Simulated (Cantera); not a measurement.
Equilibrium for carbon deposition, reforming and gasification: acetone + O2

Feed: 1 mol acetone, 0.31 mol O2, held at 1.00 bar.

Cantera equilibrium calculation (NASA polynomials, part measured and part estimated; ideal gas, pure solids and liquids). Candidate condensed phases: C, C6H6, C7H8, C8H18, H2O; 110 gas species. The feed counts by its element totals alone. Kinetics and transport are ignored.

From 752 °C to 1802 °C the condensed part is C(graphite). The main C-bearing gas is CO throughout. The share of C in condensed phases is highest at 752 °C (52.5 %) and lowest at 1802 °C (45.7 %).

```csv
T (°C),log p H2,log p CO,log p H2O,log p CO2,log p CH4,n C(graphite)
752,-0.21,-0.55,-1.33,-1.56,-1.56,1.57
902,-0.20,-0.46,-2.12,-2.50,-2.11,1.39
1052,-0.19,-0.46,-2.79,-3.33,-2.55,1.38
1202,-0.19,-0.46,-3.33,-3.99,-2.91,1.38
1352,-0.19,-0.46,-3.77,-4.53,-3.21,1.38
1502,-0.19,-0.46,-4.13,-4.97,-3.45,1.38
1652,-0.19,-0.46,-4.44,-5.34,-3.66,1.38
1802,-0.19,-0.46,-4.70,-5.65,-3.83,1.37
```
log p: log10 of the partial pressure in bar; n: condensed amount in mol.
